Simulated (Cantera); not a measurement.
Input: 1 mol PH₃, 0.1 mol H₂, at 56300 Torr.

Equilibrium computed with Cantera from the NASA thermochemical tables; the gas is ideal and each condensed phase is pure. Candidate condensed phases: P; 7 gas species. The ideal-gas law is rough above about 30 bar. Rates play no part.

x: gas mole fraction; nothing condenses.

| T (K) | x H₂ | x P₂ | x H | x P₄ | x PH |
|---|---|---|---|---|---|
| 2148 | 0.773 | 0.204 | 0.000423 | 0.0189 | 0.000470 |
| 2348 | 0.765 | 0.222 | 0.00125 | 0.00809 | 0.00107 |
| 2548 | 0.759 | 0.229 | 0.00311 | 0.00366 | 0.00210 |
| 2748 | 0.754 | 0.231 | … | … | … |
| 2948 | 0.746 | 0.230 | … | … | … |
| 3148 | 0.734 | 0.226 | 0.0241 | 0.000538 | 0.00907 |
| 3348 | 0.716 | 0.220 | 0.0403 | 0.000318 | 0.0129 |

Problem. What belongs in the gaps?

Solution. 
- 2748, x H: 0.00681
- 2748, x P₄: 0.00180
- 2748, x PH: 0.00370
- 2948, x H: 0.0134
- 2948, x P₄: 0.000953
- 2948, x PH: 0.00600
